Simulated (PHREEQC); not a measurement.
0.5 mol of Anglesite (PbSO4) is brought to equilibrium with 1 kg of water, with rising amounts of H2SO4, at 20 °C. Oxygen is held at 0.21 atm. CO2 from the air is kept out. The run lets Anglesite, Pb(OH)2 precipitate or redissolve, and no other solid.

The numbers come from PHREEQC with the ion-association model, phreeqc.dat.

| H2SO4 added (mol) | pH | dissolved Pb (mol/kgw) | Pb+2 (mol/kgw) | HSO4- (mol/kgw) |
|---|---|---|---|---|
| 0 | 5.81 | 0.000147 | 0.000136 | 1.72e-8 |
| 0.0417 | 1.33 | 1.55e-5 | 6.45e-6 | 0.0284 |
| 0.0833 | 1.08 | 1.55e-5 | 6.35e-6 | 0.0641 |
| 0.125 | 0.92 | 1.57e-5 | 6.41e-6 | 0.101 |
| 0.167 | 0.81 | 1.57e-5 | 6.43e-6 | 0.140 |
| 0.208 | 0.73 | 1.57e-5 | 6.42e-6 | [?] |
| 0.25 | 0.65 | 1.56e-5 | 6.36e-6 | 0.217 |
| 0.292 | 0.59 | 1.55e-5 | 6.27e-6 | [?] |
| 0.333 | 0.54 | 1.53e-5 | 6.15e-6 | 0.295 |
| 0.375 | 0.50 | 1.51e-5 | [?] | 0.334 |
| 0.417 | 0.45 | 1.48e-5 | 5.84e-6 | [?] |
| 0.458 | [?] | 1.46e-5 | 5.66e-6 | 0.413 |
| 0.5 | 0.38 | 1.43e-5 | 5.47e-6 | 0.452 |

Task: Some entries are withheld; supply them.

Result: 
- 0.208, HSO4- (mol/kgw): 0.178
- 0.292, HSO4- (mol/kgw): 0.256
- 0.375, Pb+2 (mol/kgw): 6.00e-6
- 0.417, HSO4- (mol/kgw): 0.374
- 0.458, pH: 0.42

Species that the database lacks are ignored.
